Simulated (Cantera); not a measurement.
Input (Python, Cantera):

```python
import numpy as np
import cantera as ct

gas = ct.Solution("gri30.yaml")
gas.TPX = 2000, 13332, {'C2H6': 1, 'N2': 0.73}
reactor = ct.IdealGasConstPressureReactor(gas, energy="off", clone=False)
net = ct.ReactorNet([reactor])
net.rtol, net.atol = 1e-08, 1e-18
show = ['C2H6', 'HCN', 'CH3', 'CH4', 'C2H', 'H']
times = np.geomspace(0.001, 30, 10)

steps = ct.SolutionArray(gas, extra=["t"])
rows = []
print(f"{'t/s':>10s}{'T/K':>9s}{'P/Pa':>11s}" + "".join(f"{s:>11s}" for s in show))
for t in times:
    while net.time < t:
        t_next = net.step()
        steps.append(gas.state, t=t_next)
    rows.append([np.interp(t, steps.t, y) for y in (steps.T, steps.P, *steps(*show).X.T)])
    print(f"{t:10.3e}{rows[-1][0]:9.1f}{rows[-1][1]:11.4g}" + "".join(f"{x:11.3e}" for x in rows[-1][2:]))
rate = np.gradient(steps.T, steps.t)
print("integrator steps:", len(steps.t))
if steps.T.max() > steps.T[0] + 200:
    print(f"time of steepest temperature rise: {steps.t[rate.argmax()]:.4e} s")
gas.TPX = 2000, 13332, {'C2H6': 1, 'N2': 0.73}
gas.equilibrate("TP")
print(f"equilibrium (TP): T = {gas.T:.1f} K  " + "  ".join(f"{s} {gas[s].X[0]:.3e}" for s in show))
```

Result:

```
       t/s      T/K       P/Pa       C2H6        HCN        CH3        CH4        C2H          H
 1.000e-03   2000.0  1.333e+04  4.786e-05  4.421e-06  5.129e-03  6.409e-02  1.954e-05  1.961e-03
 3.144e-03   2000.0  1.333e+04  1.091e-05  5.975e-06  2.549e-03  2.827e-02  2.253e-05  2.343e-03
 9.884e-03   2000.0  1.333e+04  1.150e-06  9.401e-06  8.790e-04  8.185e-03  2.715e-05  2.878e-03
 3.107e-02   2000.0  1.333e+04  8.225e-08  1.478e-05  2.422e-04  2.039e-03  3.013e-05  3.212e-03
 9.769e-02   2000.0  1.333e+04  9.657e-09  2.113e-05  7.857e-05  6.505e-04  3.065e-05  3.270e-03
 3.071e-01   2000.0  1.333e+04  4.637e-09  3.097e-05  4.995e-05  4.129e-04  3.069e-05  3.276e-03
 9.655e-01   2000.0  1.333e+04  4.532e-09  5.887e-05  4.917e-05  4.065e-04  3.069e-05  3.276e-03
 3.035e+00   2000.0  1.333e+04  4.532e-09  1.466e-04  4.917e-05  4.064e-04  3.068e-05  3.276e-03
 9.543e+00   2000.0  1.333e+04  4.530e-09  4.198e-04  4.916e-05  4.064e-04  3.067e-05  3.276e-03
 3.000e+01   2000.0  1.333e+04  4.524e-09  1.255e-03  4.913e-05  4.061e-04  3.062e-05  3.276e-03
integrator steps: 1522
equilibrium (TP): T = 2000.0 K  C2H6 3.579e-09  HCN 1.164e-01  CH3 4.377e-05  CH4 3.618e-04  C2H 2.402e-05  H 3.276e-03
```

Detailed kinetics in Cantera: GRI-Mech 3.0 (53 species, 325 reactions). GRI-Mech 3.0 stops at C3 and has no aromatics, soot or wall deposition, so with more carbon than oxygen in the feed, carbon stays in small species such as C2H2 where larger ones or solid carbon would form.
